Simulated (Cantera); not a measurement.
**Thermodynamics of hydrogen reduction and annealing atmospheres, feed FeS + H₂**

Charge: 1 mol FeS, a varied amount of H₂, held at 1277 °C and 4.00 mbar.

Equilibrium computed with Cantera from the NASA thermochemical tables; the gas is ideal and each condensed phase is pure. Candidate condensed phases: Fe, FeS, FeS₂, S; 8 gas species. Kinetics and transport are ignored.

From 40 mol H₂ to 740 mol H₂ the condensed part is Fe(γ). The main Fe-bearing gas is Fe throughout. The share of Fe in condensed phases is highest at 40 mol H₂ (99.6 %) and lowest at 740 mol H₂ (92.2 %).

| n(H₂) (mol) | log p H₂ | log p H₂S | log p S₂ | log p SH | n Fe(γ) |
|---|---|---|---|---|---|
| 40 | -2.41 | -4.29 | -4.68 | -5.25 | 0.996 |
| 56 | -2.40 | -4.39 | -4.89 | -5.35 | 0.994 |
| 77 | -2.40 | -4.49 | -5.10 | -5.46 | 0.992 |
| 110 | -2.40 | -4.61 | -5.34 | -5.58 | 0.988 |
| 150 | -2.40 | -4.72 | -5.56 | -5.69 | 0.984 |
| 200 | -2.40 | -4.83 | -5.77 | -5.79 | 0.979 |
| 280 | -2.40 | -4.95 | -6.03 | -5.92 | 0.971 |
| 390 | -2.40 | -5.08 | -6.28 | -6.05 | 0.959 |
| 530 | -2.40 | -5.20 | -6.53 | -6.17 | 0.944 |
| 740 | -2.40 | -5.34 | -6.80 | -6.31 | 0.922 |
log p: log10 of the partial pressure in bar; n: condensed amount in mol.
